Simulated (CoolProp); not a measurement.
Saturated liquid density (kg/m³) of CH2F2 (R32): the reference equation beside estimates from Tc = 78.1 °C, pc = 57.83 bar, ω = 0.277. Rackett uses Z = 0.29056 − 0.08775 ω.

Computed with CoolProp (reference Helmholtz-energy equation of state, Tillner-Roth 1997).

| T (°C) | reference | Rackett | van der Waals | Soave-Redlich-Kwong |
|---|---|---|---|---|
| -24.05 | 1133 | 980.4 | 583.2 | 882.4 |
| -16.05 | 1108 | 959.6 | 571.1 | 861.6 |
| -8.15 | 1083 | 938.3 | 558.5 | 839.7 |
| -0.25 | (withheld) | (withheld) | 545.2 | 816.4 |
| 7.65 | 1028 | 892.7 | 531.3 | 791.2 |
| 15.55 | (withheld) | 868.1 | (withheld) | 764.2 |
| 23.55 | 967.0 | 841.6 | (withheld) | 734.4 |
| 31.45 | 933.2 | 813.5 | 483.2 | (withheld) |
| 39.35 | (withheld) | 782.9 | 464.5 | 666.8 |
| 47.25 | 855.0 | (withheld) | 443.7 | 627.0 |

**Question.** What belongs in the gaps?

**Answer.** 
- -0.25, reference: 1056
- -0.25, Rackett: 916.0
- 15.55, reference: 998.8
- 15.55, van der Waals: 516.4
- 23.55, van der Waals: 500.3
- 31.45, Soave-Redlich-Kwong: 702.3
- 39.35, reference: 896.3
- 47.25, Rackett: 748.9

Absolute difference from the reference over all 10 rows, mean and median: Rackett 13.1 and 13.1 %, van der Waals 48.3 and 48.3 %, Soave-Redlich-Kwong 23.7 and 23.3 %.
